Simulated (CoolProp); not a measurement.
Saturation properties of hexamethyldisiloxane (MM).

Computed with CoolProp (reference Helmholtz-energy equation of state, Thol 2016).

```json
[
 {"T (°C)": "-10.25", "p (kPa)": "0.6885", "liquid density (kg/m³)": "…", "enthalpy of vaporisation (kJ/kg)": "244.8", "liquid cp (kJ/(kg K))": "1.815", "vapour Z": "0.9983", "surface tension (mN/m)": "18.6"},
 {"T (°C)": "-7.25", "p (kPa)": "0.8451", "liquid density (kg/m³)": "…", "enthalpy of vaporisation (kJ/kg)": "243.4", "liquid cp (kJ/(kg K))": "1.822", "vapour Z": "0.9980", "surface tension (mN/m)": "18.3"},
 {"T (°C)": "-4.15", "p (kPa)": "1.038", "liquid density (kg/m³)": "789.8", "enthalpy of vaporisation (kJ/kg)": "242.0", "liquid cp (kJ/(kg K))": "1.829", "vapour Z": "0.9977", "surface tension (mN/m)": "18.1"},
 {"T (°C)": "-1.05", "p (kPa)": "1.268", "liquid density (kg/m³)": "786.6", "enthalpy of vaporisation (kJ/kg)": "240.6", "liquid cp (kJ/(kg K))": "1.836", "vapour Z": "0.9973", "surface tension (mN/m)": "17.8"},
 {"T (°C)": "1.95", "p (kPa)": "1.531", "liquid density (kg/m³)": "783.6", "enthalpy of vaporisation (kJ/kg)": "239.3", "liquid cp (kJ/(kg K))": "1.843", "vapour Z": "0.9969", "surface tension (mN/m)": "17.5"},
 {"T (°C)": "5.05", "p (kPa)": "1.850", "liquid density (kg/m³)": "780.3", "enthalpy of vaporisation (kJ/kg)": "237.9", "liquid cp (kJ/(kg K))": "1.850", "vapour Z": "0.9965", "surface tension (mN/m)": "…"},
 {"T (°C)": "8.15", "p (kPa)": "2.225", "liquid density (kg/m³)": "777.1", "enthalpy of vaporisation (kJ/kg)": "236.5", "liquid cp (kJ/(kg K))": "1.857", "vapour Z": "…", "surface tension (mN/m)": "16.9"},
 {"T (°C)": "11.15", "p (kPa)": "2.646", "liquid density (kg/m³)": "774.0", "enthalpy of vaporisation (kJ/kg)": "235.1", "liquid cp (kJ/(kg K))": "1.865", "vapour Z": "0.9954", "surface tension (mN/m)": "16.7"},
 {"T (°C)": "14.25", "p (kPa)": "3.151", "liquid density (kg/m³)": "770.8", "enthalpy of vaporisation (kJ/kg)": "233.7", "liquid cp (kJ/(kg K))": "…", "vapour Z": "0.9948", "surface tension (mN/m)": "16.4"},
 {"T (°C)": "17.35", "p (kPa)": "3.735", "liquid density (kg/m³)": "767.5", "enthalpy of vaporisation (kJ/kg)": "232.3", "liquid cp (kJ/(kg K))": "1.880", "vapour Z": "0.9941", "surface tension (mN/m)": "…"},
 {"T (°C)": "20.35", "p (kPa)": "4.384", "liquid density (kg/m³)": "764.4", "enthalpy of vaporisation (kJ/kg)": "231.0", "liquid cp (kJ/(kg K))": "1.888", "vapour Z": "0.9933", "surface tension (mN/m)": "15.8"},
 {"T (°C)": "23.45", "p (kPa)": "5.152", "liquid density (kg/m³)": "761.1", "enthalpy of vaporisation (kJ/kg)": "229.6", "liquid cp (kJ/(kg K))": "1.896", "vapour Z": "…", "surface tension (mN/m)": "15.6"}
]
```

**Question.** Some entries are withheld; supply them.

**Answer.** 
- -10.25, liquid density (kg/m³): 796.1
- -7.25, liquid density (kg/m³): 793.0
- 5.05, surface tension (mN/m): 17.2
- 8.15, vapour Z: 0.9959
- 14.25, liquid cp (kJ/(kg K)): 1.872
- 17.35, surface tension (mN/m): 16.1
- 23.45, vapour Z: 0.9925

It boils at 100.5 °C under 1 atm.

Surface tension comes from a separate correlation (Mulero 2014), older than this fluid's equation and unchecked against measurements.
